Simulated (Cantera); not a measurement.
A perfectly stirred reactor is fed with CH₄ : C₂H₆ : C₃H₈ : O₂ : N₂ = 1 : 0.069 : 0.35 : 3.07 : 11.5 (molar parts), at 760 Torr; it is adiabatic with a 725 K inlet, and is followed from long to short residence time, starting on the burning branch (τ in s: 0.021, 0.0099, 0.0047, 0.0022, 0.001, 0.00049, 0.00023, 0.00011, 5.1e-05, 2.4e-05, 1.1e-05, 5.3e-06).

Cantera simulation using GRI-Mech 3.0 (53 species, 325 reactions); the numbers are that mechanism's predictions, not measurements. GRI-Mech 3.0 was tuned for natural gas; its chemistry of propane as a main component is partial and can be far from experiment.

### Question
Predict: blow-out, bracketed by the residence times tried; x(CH₄) at τ = 21.0 ms; x(C₂H₆) at τ = 21.0 ms; x(C₃H₈) at τ = 21.0 ms; x(NO₂) at τ = 21.0 ms; x(CO) at τ = 21.0 ms; x(CH₄) at τ = 0.230 ms; x(C₂H₆) at τ = 0.230 ms; x(C₃H₈) at τ = 0.230 ms; x(NO₂) at τ = 0.230 ms; x(CO) at τ = 0.230 ms.

### Answer
| Property | Result |
|---|---|
| blow-out, bracketed by the residence times tried | burning at 51.0 µs, out at 24.0 µs |
| x(CH₄) at τ = 21.0 ms | 9.10e-6 |
| x(C₂H₆) at τ = 21.0 ms | 4.37e-8 |
| x(C₃H₈) at τ = 21.0 ms | 2.01e-7 |
| x(NO₂) at τ = 21.0 ms | 2.28e-8 |
| x(CO) at τ = 21.0 ms | 0.0706 |
| x(CH₄) at τ = 0.230 ms | 0.000242 |
| x(C₂H₆) at τ = 0.230 ms | 3.09e-6 |
| x(C₃H₈) at τ = 0.230 ms | 1.10e-5 |
| x(NO₂) at τ = 0.230 ms | 1.33e-8 |
| x(CO) at τ = 0.230 ms | 0.0741 |
